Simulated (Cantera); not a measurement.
An isothermal, constant-pressure homogeneous reactor starts with CH₄ : N₂ = 1 : 4 (molar parts), at 1800 K and 0.296 atm. Integrator tolerance rtol = 1e-08.

Cantera simulation using GRI-Mech 3.0 (53 species, 325 reactions); the numbers are that mechanism's predictions, not measurements. GRI-Mech 3.0 stops at C3 and has no aromatics, soot or wall deposition, so with more carbon than oxygen in the feed, carbon stays in small species such as C2H2 where larger ones or solid carbon would form.

**Question.** What does this change do: CH4 1 to 0.13 parts?

**Answer.** 
```json
[
 {"quantity": "x(CH₄) at 2.00 s", "before": "0.000623 (gas-phase equilibrium 0.000412)", "after": "3.86e-5 (gas-phase equilibrium 7.56e-6)"},
 {"quantity": "x(CH₂) at 2.00 s", "before": "2.46e-8 (gas-phase equilibrium 1.63e-8)", "after": "8.28e-9 (gas-phase equilibrium 1.63e-9)"},
 {"quantity": "x(CH₃) at 2.00 s", "before": "1.66e-5 (gas-phase equilibrium 1.10e-5)", "after": "2.39e-6 (gas-phase equilibrium 4.69e-7)"},
 {"quantity": "x(C₂H₂) at 2.00 s", "before": "0.0829 (gas-phase equilibrium 0.0367)", "after": "0.0152 (gas-phase equilibrium 0.00200)"},
 {"quantity": "x(C₂H) at 2.00 s", "before": "9.57e-7 (gas-phase equilibrium 4.23e-7)", "after": "4.10e-7 (gas-phase equilibrium 5.39e-8)"},
 {"quantity": "x(HCN) at 2.00 s", "before": "8.49e-6 (gas-phase equilibrium 0.0928)", "after": "2.59e-5 (gas-phase equilibrium 0.0265)"}
]
```
